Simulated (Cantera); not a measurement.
Charge: 1 mol Cu₂O, 0.34 mol CH₄, 1.8 mol N₂, equilibrated at 1825 °C and 1.60 bar.

Equilibrium computed with Cantera from the NASA thermochemical tables; the gas is ideal and each condensed phase is pure. Candidate condensed phases: C, C₆H₆, C₇H₈, C₈H₁₈, Cu, CuO, Cu(OH)₂, Cu₂O, H₂O; 139 gas species. The numbers say what is thermodynamically allowed, not how fast it happens.

Base state: N₂ 0.634, H₂O 0.184, CO 0.0715, H₂ 0.0552, CO₂ 0.0483, Cu 0.00641, H 0.000572, OH 0.000226 (mole fractions); condensed: Cu(l).

What changes in the equilibrium state with this change: pressure from 1.60 bar to 13.3 mbar?


```json
[
 {"species": "Cu", "before": "0.00641", "after": "0.411"},
 {"species": "N₂", "before": "0.634", "after": "0.372"},
 {"species": "H₂O", "before": "0.184", "after": "0.105"},
 {"species": "H₂", "before": "0.0552", "after": "0.0320"},
 {"species": "CO₂", "before": "0.0483", "after": "0.0282"},
 {"species": "CO", "before": "0.0715", "after": "0.0422"},
 {"species": "O", "before": "1.67e-6", "after": "0.000199"},
 {"species": "O₂", "before": "2.38e-6", "after": "0.000280"},
 {"species": "Cu(l), mol", "before": "1.98", "after": "0"}
]
```

What changes in the equilibrium state with this change: temperature from 1825 °C to 2250 °C?


| species | before | after |
|---|---|---|
| N₂ | 0.634 | 0.555 |
| H₂O | 0.184 | 0.160 |
| Cu | 0.00641 | 0.123 |
| CO₂ | 0.0483 | 0.0378 |
| H₂ | 0.0552 | 0.0454 |
| CO | 0.0715 | 0.0670 |
| CuO | 1.22e-6 | 0.000205 |
| O₂ | 2.38e-6 | 0.000344 |
| Cu(l), mol | 1.98 | 1.59 |
